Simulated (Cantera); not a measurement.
Hydrocarbon pyrolysis for carbon deposition

An isothermal, constant-pressure homogeneous reactor starts with CH₄ : H₂ : N₂ = 1 : 64 : 0.4 (molar parts), at 1650 K and 2670 Pa.

Computed with Cantera and GRI-Mech 3.0 (53 species, 325 reactions). GRI-Mech 3.0 stops at C3 and has no aromatics, soot or wall deposition, so with more carbon than oxygen in the feed, carbon stays in small species such as C2H2 where larger ones or solid carbon would form. Radical loss at walls, strong at low pressure, is not modelled.

```
t (s)       x CH₄   x H₂    x C₂H₆     x CH₂     x C₂H
--------  -------  -----  --------  --------  --------
4.00e-5    0.0153  0.979    <1e-12    <1e-12    <1e-12
0.000153   0.0153  0.979    <1e-12    <1e-12    <1e-12
0.000585   0.0153  0.979  1.35e-11  3.50e-12    <1e-12
0.00224    0.0153  0.979  4.99e-10  5.25e-11    <1e-12
0.00856    0.0153  0.979   1.14e-8  7.65e-10    <1e-12
0.0327     0.0152  0.978   1.38e-7   1.02e-8  1.10e-12
0.125      0.0149  0.978   5.56e-7   6.14e-8  2.27e-10
0.479      0.0133  0.979   5.19e-7   6.86e-8   2.03e-9
1.83      0.00932  0.981   2.63e-7   5.09e-8   6.68e-9
7.00      0.00423  0.984   5.68e-8   2.51e-8   1.30e-8
```
x: mole fraction; the columns are a selection and need not sum to one.

Equilibrium at this temperature and pressure: CH₄ 0.000390, H₂ 0.986, C₂H₆ 8.96e-10, CH₂ 2.48e-9, C₂H 1.45e-8 (gas phase only).
